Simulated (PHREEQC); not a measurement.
NaOH is added in steps, without added water, to 1 kg of water holding 47 mmol/kgw CuSO4, 3.7 mmol/kgw HCl and 23 mmol/kgw NaCl, at 30 °C. Oxygen is held at 0.21 atm. CO2 from the air is kept out. Solids allowed: Cu(OH)2, Brochantite, Antlerite, Atacamite, Halite, Mirabilite, Chalcanthite. Others were left out.

Base run: PHREEQC, ion-association model, wateq4f.dat. Each further column changes one thing. The table gives pH.

```json
[
 {"NaOH added (mol)": "0", "base": "2.83", "HCl replaced by FeCl3 at the same molality": "2.65", "temperature from 30 to 75 °C": "3.12", "temperature from 30 to 70 °C": "3.08", "no solid may form": "2.83"},
 {"NaOH added (mol)": "0.0125", "base": "4.13", "HCl replaced by FeCl3 at the same molality": "4.11", "temperature from 30 to 75 °C": "3.83", "temperature from 30 to 70 °C": "3.88", "no solid may form": "5.76"},
 {"NaOH added (mol)": "0.02083", "base": "4.19", "HCl replaced by FeCl3 at the same molality": "4.16", "temperature from 30 to 75 °C": "3.89", "temperature from 30 to 70 °C": "3.94", "no solid may form": "6.02"},
 {"NaOH added (mol)": "0.03333", "base": "4.29", "HCl replaced by FeCl3 at the same molality": "4.26", "temperature from 30 to 75 °C": "4.00", "temperature from 30 to 70 °C": "4.05", "no solid may form": "6.38"},
 {"NaOH added (mol)": "0.04583", "base": "4.44", "HCl replaced by FeCl3 at the same molality": "4.39", "temperature from 30 to 75 °C": "4.15", "temperature from 30 to 70 °C": "4.20", "no solid may form": "6.91"},
 {"NaOH added (mol)": "0.05417", "base": "4.61", "HCl replaced by FeCl3 at the same molality": "4.53", "temperature from 30 to 75 °C": "4.29", "temperature from 30 to 70 °C": "4.34", "no solid may form": "7.45"},
 {"NaOH added (mol)": "0.06667", "base": "5.43", "HCl replaced by FeCl3 at the same molality": "5.03", "temperature from 30 to 75 °C": "4.66", "temperature from 30 to 70 °C": "4.71", "no solid may form": "8.00"},
 {"NaOH added (mol)": "0.07917", "base": "8.26", "HCl replaced by FeCl3 at the same molality": "5.43", "temperature from 30 to 75 °C": "6.47", "temperature from 30 to 70 °C": "6.58", "no solid may form": "8.35"},
 {"NaOH added (mol)": "0.0875", "base": "8.28", "HCl replaced by FeCl3 at the same molality": "8.26", "temperature from 30 to 75 °C": "6.77", "temperature from 30 to 70 °C": "6.88", "no solid may form": "8.59"},
 {"NaOH added (mol)": "0.1", "base": "11.06", "HCl replaced by FeCl3 at the same molality": "8.28", "temperature from 30 to 75 °C": "9.92", "temperature from 30 to 70 °C": "10.03", "no solid may form": "10.98"}
]
```

The database's constant for dissolved Cu(OH)2 is higher than later reviews accept. Away from 25 °C the constants follow the database's enthalpies or fits; those with neither stay at their 25 °C values. In at least one series the solution becomes supersaturated in solids that the run did not let form, among them Cu(OH)2, Brochantite, Antlerite, Atacamite. Solids allowed in the column 'HCl replaced by FeCl3 at the same molality': Fe(OH)3(a), Cu(OH)2, Brochantite, Antlerite, Atacamite, Jarosite-Na, Halite, Mirabilite, Chalcanthite.
